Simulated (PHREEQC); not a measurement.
Make-up at 21 °C: 6.5 mmol/kgw HF, 83 mmol/kgw NH4HF2 and 0.00032 mmol/kgw H4SiO4. Closed to the air; pH follows from the charge balance.

Model: ion-association model, wateq4f.dat, run in PHREEQC.

```
Quantity                  Result
----------------  --------------
pH                          3.12
ionic strength    0.0839 mol/kgw
total alkalinity    -89.5 meq/kg
```

```csv
species,molality,activity,log γ
NH4+,0.0830,0.0658,-0.101
F-,0.0694,0.0538,-0.110
HF,0.0553,0.0564,0.008
HF2-,0.0145,0.0113,-0.110
H2F2,0.00938,0.00956,0.008
H+,0.000900,0.000750,-0.079
SiF6-2,3.20e-7,1.28e-7,-0.398
NH3,3.75e-8,3.75e-8,0.000
```

No solid was allowed to form. Species that the database lacks are ignored. wateq4f.dat counts part of the HF as a dimer, H2F2, which phreeqc.dat doesn't know; its constant is uncertain. SiF6-2 is the database's only silicon fluoride.
